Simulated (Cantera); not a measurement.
Cantera run, input and output.

```python
import numpy as np
import cantera as ct

gas = ct.Solution("SiF4_NH3_mec.yaml", "gas")
gas.TPX = 1550, 101325, {'NH3': 1, 'H2': 29}
reactor = ct.IdealGasConstPressureReactor(gas, energy="off", clone=False)
net = ct.ReactorNet([reactor])
net.rtol, net.atol = 1e-08, 1e-18
show = ['NH3', 'H2', 'N2', 'N2H4', 'N', 'N2H2', 'NH2']
times = np.geomspace(3e-05, 80, 14)

steps = ct.SolutionArray(gas, extra=["t"])
rows = []
print(f"{'t/s':>10s}{'T/K':>9s}{'P/Pa':>11s}" + "".join(f"{s:>11s}" for s in show))
for t in times:
    while net.time < t:
        t_next = net.step()
        steps.append(gas.state, t=t_next)
    rows.append([np.interp(t, steps.t, y) for y in (steps.T, steps.P, *steps(*show).X.T)])
    print(f"{t:10.3e}{rows[-1][0]:9.1f}{rows[-1][1]:11.4g}" + "".join(f"{x:11.3e}" for x in rows[-1][2:]))
rate = np.gradient(steps.T, steps.t)
print("integrator steps:", len(steps.t))
if steps.T.max() > steps.T[0] + 200:
    print(f"time of steepest temperature rise: {steps.t[rate.argmax()]:.4e} s")
gas.TPX = 1550, 101325, {'NH3': 1, 'H2': 29}
gas.equilibrate("TP")
print(f"equilibrium (TP): T = {gas.T:.1f} K  " + "  ".join(f"{s} {gas[s].X[0]:.3e}" for s in show))
```

It prints:

```
       t/s      T/K       P/Pa        NH3         H2         N2       N2H4          N       N2H2        NH2
 3.000e-05   1550.0  1.013e+05  3.333e-02  9.667e-01  1.014e-17  4.155e-16  2.346e-19  2.646e-16  3.150e-09
 9.363e-05   1550.0  1.013e+05  3.333e-02  9.667e-01  1.449e-15  4.600e-15  7.506e-18  3.989e-15  9.520e-09
 2.922e-04   1550.0  1.013e+05  3.333e-02  9.667e-01  1.339e-13  4.670e-14  2.297e-16  4.665e-14  2.940e-08
 9.121e-04   1550.0  1.013e+05  3.333e-02  9.667e-01  7.533e-12  4.612e-13  7.013e-15  4.851e-13  9.141e-08
 2.847e-03   1550.0  1.013e+05  3.333e-02  9.667e-01  2.934e-10  4.474e-12  2.109e-13  4.836e-12  2.838e-07
 8.885e-03   1550.0  1.013e+05  3.333e-02  9.667e-01  9.578e-09  4.031e-11  5.698e-12  4.523e-11  8.518e-07
 2.773e-02   1550.0  1.013e+05  3.333e-02  9.666e-01  2.256e-07  2.161e-10  7.098e-11  2.570e-10  1.975e-06
 8.655e-02   1550.0  1.013e+05  3.333e-02  9.666e-01  1.869e-06  3.200e-10  1.281e-10  3.880e-10  2.404e-06
 2.701e-01   1550.0  1.013e+05  3.331e-02  9.666e-01  7.439e-06  3.207e-10  1.286e-10  3.889e-10  2.407e-06
 8.431e-01   1550.0  1.013e+05  3.328e-02  9.667e-01  2.480e-05  3.200e-10  1.284e-10  3.881e-10  2.404e-06
 2.631e+00   1550.0  1.013e+05  3.317e-02  9.667e-01  7.874e-05  3.179e-10  1.280e-10  3.855e-10  2.396e-06
 8.213e+00   1550.0  1.013e+05  3.282e-02  9.669e-01  2.448e-04  3.114e-10  1.268e-10  3.776e-10  2.372e-06
 2.563e+01   1550.0  1.013e+05  3.180e-02  9.674e-01  7.414e-04  2.924e-10  1.229e-10  3.544e-10  2.298e-06
 8.000e+01   1550.0  1.013e+05  2.897e-02  9.689e-01  2.109e-03  2.432e-10  1.123e-10  2.944e-10  2.096e-06
integrator steps: 517
equilibrium (TP): T = 1550.0 K  NH3 6.631e-06  H2 9.838e-01  N2 1.613e-02  N2H4 1.302e-17  N 2.634e-14  N2H2 1.262e-15  NH2 4.834e-10
```

Detailed kinetics in Cantera: the gas-phase N/H chemistry of the illustrative SiF4/NH3 mechanism in the Surface Chemkin manual (1991). Walls and surfaces, which speed up NH3 decomposition in real reactors, are not modelled.
